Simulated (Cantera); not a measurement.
A perfectly stirred reactor is fed with 22.5 % H₂, 77.5 % O₂, equivalence ratio 0.14, at 0.00602 atm; it is held at 1150 K, and followed from long to short residence time.

Model: the H2/O2 subset of GRI-Mech 3.0, which has no nitrogen chemistry, integrated in Cantera. Radical loss at walls, strong at low pressure, is not modelled. The temperature is held fixed by assumption; the heat of reaction is taken as removed at once.

x: mole fraction; the columns are a selection and need not sum to one.

```tsv
τ (s)	x H₂	x O₂	x HO₂	x H₂O	x OH
3.5	0.000743	0.743	___	0.250	0.00208
1.7	0.00118	0.741	___	0.249	0.00264
0.84	0.00183	0.738	___	0.246	0.00333
0.41	0.00283	0.733	4.83e-6	0.242	0.00418
0.20	0.00432	0.726	5.15e-6	0.235	0.00519
0.099	0.00636	0.715	5.28e-6	0.225	0.00628
0.048	0.00910	0.701	5.22e-6	0.210	0.00742
0.024	0.0123	0.687	5.01e-6	0.194	0.00839
0.012	0.0166	0.677	4.78e-6	0.177	0.00925
0.0057	0.0237	0.673	4.56e-6	0.162	0.0102
```

**Question.** Complete the blanks.

**Answer.** 
- 3.5, x HO₂: 3.19e-6
- 1.7, x HO₂: 3.81e-6
- 0.84, x HO₂: 4.37e-6
